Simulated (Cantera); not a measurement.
**Carbothermic reduction: PbO + CH4 + H2**

Input: 1 mol PbO, 2.8 mol CH4, 0.41 mol H2, at 2.00 bar.

Equilibrium computed with Cantera from the NASA thermochemical tables; the gas is ideal and each condensed phase is pure. Candidate condensed phases: C, C6H6, C7H8, C8H18, H2O, Pb, PbO, PbO2, Pb3O4; 113 gas species. The numbers say what is thermodynamically allowed, not how fast it happens.

From 1150 K to 1750 K the condensed part is C(graphite) + Pb(l). From 1900 K to 2500 K the condensed part is C(graphite). The main Pb-bearing gas is Pb throughout.

```
T (K)  log p H2  log p CO  log p Pb  log p CH4  log p H  log p H2O  n C(graphite)  n Pb(l)
-----  --------  --------  --------  ---------  -------  ---------  -------------  -------
1150       0.22     -0.57     -3.54      -1.20    -7.02      -1.68           1.67    0.999
1300       0.23     -0.55     -2.58      -1.65    -5.84      -2.36           1.74    0.991
1450       0.23     -0.55     -1.83      -2.02    -4.91      -2.92           1.77    0.948
1600       0.22     -0.56     -1.22      -2.35    -4.15      -3.40           1.78    0.781
1750       0.19     -0.59     -0.72      -2.66    -3.54      -3.83           1.79    0.252
1900       0.18     -0.60     -0.60      -2.90    -3.01      -4.18           1.79        0
2050       0.17     -0.60     -0.60      -3.08    -2.56      -4.44           1.78        0
2200       0.17     -0.60     -0.60      -3.23    -2.16      -4.67           1.77        0
2350       0.17     -0.60     -0.60      -3.37    -1.82      -4.88           1.73        0
2500       0.16     -0.61     -0.61      -3.50    -1.52      -5.06           1.67        0
```
log p: log10 of the partial pressure in bar; n: condensed amount in mol.
